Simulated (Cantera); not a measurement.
## Pyrogenic steam for wet oxidation

An isothermal, constant-pressure homogeneous reactor starts with H₂ : O₂ : N₂ = 1.8 : 1 : 0.52 (molar parts), at 1350 K and 135 Torr.

Detailed kinetics in Cantera: the H2/O2 subset of GRI-Mech 3.0, which has no nitrogen chemistry. The temperature is held fixed by assumption; the heat of reaction is taken as removed at once.

```tsv
t (s)	x H₂	x O₂	x O	x HO₂	x H₂O
2.00e-6	0.542	0.301	5.39e-9	5.03e-8	8.68e-9
9.28e-6	0.542	0.301	1.04e-7	2.38e-7	5.81e-7
4.31e-5	0.536	0.299	0.000542	1.91e-5	0.00420
0.000200	0.0663	0.0805	0.0192	3.31e-5	0.535
0.000928	0.0131	0.0466	0.00160	2.07e-5	0.717
0.00431	0.000891	0.0414	8.73e-5	5.39e-6	0.742
0.0200	5.43e-5	0.0413	5.75e-6	4.60e-7	0.744
0.0928	6.40e-6	0.0413	7.49e-7	6.37e-8	0.744
0.431	1.97e-6	0.0413	2.28e-7	3.20e-8	0.744
2.00	1.77e-6	0.0413	2.03e-7	3.10e-8	0.744
```
x: mole fraction; the columns are a selection and need not sum to one.

Equilibrium at this temperature and pressure: H₂ 1.77e-6, O₂ 0.0413, O 2.03e-7, HO₂ 3.10e-8, H₂O 0.744 (gas phase only).
